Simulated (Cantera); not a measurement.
Standard-state values (1 bar) from the NASA 1993 polynomials, evaluated with Cantera. Values are per mole of reaction as written; species without (g) are pure solids or liquids, kept so even where they would boil at 1 bar.

TiOCl2(g) → 2 Cl(g) + TiO(g)

| T (K) | ΔH° (kJ) | ΔS° (J/K) | ΔG° (kJ) | log10 K |
|---|---|---|---|---|
| 2023 | 843.4 | 245.4 | 346.8 | -8.96 |
| 2073 | 843.3 | 245.4 | 334.6 | -8.43 |
| 2123 | [?] | [?] | [?] | [?] |
| 2173 | 843.1 | 245.3 | 310.0 | -7.45 |
| 2223 | 843.1 | 245.3 | 297.8 | -7.00 |
| 2273 | 843.0 | 245.3 | 285.5 | -6.56 |
| 2323 | 842.9 | 245.2 | 273.2 | -6.14 |
| 2373 | [?] | [?] | [?] | [?] |
| 2423 | 842.8 | 245.2 | 248.7 | -5.36 |
| 2473 | 842.7 | 245.2 | 236.5 | -4.99 |
| 2523 | [?] | [?] | [?] | [?] |

Question: Complete the blanks.

Answer: 
- 2123, ΔH° (kJ): 843.2
- 2123, ΔS° (J/K): 245.4
- 2123, ΔG° (kJ): 322.3
- 2123, log10 K: -7.93
- 2373, ΔH° (kJ): 842.9
- 2373, ΔS° (J/K): 245.2
- 2373, ΔG° (kJ): 261.0
- 2373, log10 K: -5.74
- 2523, ΔH° (kJ): 842.7
- 2523, ΔS° (J/K): 245.1
- 2523, ΔG° (kJ): 224.2
- 2523, log10 K: -4.64
